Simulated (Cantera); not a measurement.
Pyrogenic steam for wet oxidation

A perfectly stirred reactor is fed with 32.2 % H₂, 38.8 % O₂, 29.1 % N₂, equivalence ratio 0.41, at 0.132 atm; it is held at 925 K, and followed from long to short residence time.

Model: GRI-Mech 3.0 (53 species, 325 reactions), integrated in Cantera. Radical loss at walls, strong at low pressure, is not modelled. Below about 950 K walls govern HO2 and H2O2 in real vessels. The temperature is held fixed by assumption; the heat of reaction is taken as removed at once.

| τ (s) | x H₂ | x O₂ | x H₂O₂ | x HO₂ | x H | x NO | x N₂O |
|---|---|---|---|---|---|---|---|
| 21 | 0.00745 | 0.273 | 0.000162 | 3.90e-5 | 4.64e-7 | 1.37e-10 | 2.88e-8 |
| 7.3 | 0.0137 | 0.275 | 0.000238 | 5.67e-5 | 1.24e-6 | 1.25e-10 | 1.89e-8 |
| 2.5 | 0.0191 | 0.277 | 0.000213 | 7.33e-5 | 3.43e-6 | 2.09e-10 | 1.43e-8 |
| 0.89 | 0.0209 | 0.278 | 0.000118 | 8.34e-5 | 9.43e-6 | 5.29e-10 | 1.28e-8 |
| 0.31 | 0.0229 | 0.278 | 5.36e-5 | 8.99e-5 | 2.68e-5 | 1.41e-9 | 1.16e-8 |
| 0.11 | 0.0273 | 0.280 | 2.52e-5 | 9.62e-5 | 7.48e-5 | 3.35e-9 | 9.70e-9 |
| 0.037 | 0.0360 | 0.283 | 1.23e-5 | 0.000103 | 0.000218 | 7.41e-9 | 7.28e-9 |
| 0.013 | 0.0496 | 0.288 | 6.87e-6 | 0.000109 | 0.000601 | 1.44e-8 | 5.09e-9 |
| 0.0045 | 0.0709 | 0.295 | 4.53e-6 | 0.000112 | 0.00164 | 2.62e-8 | 3.28e-9 |
x: mole fraction; the columns are a selection and need not sum to one.
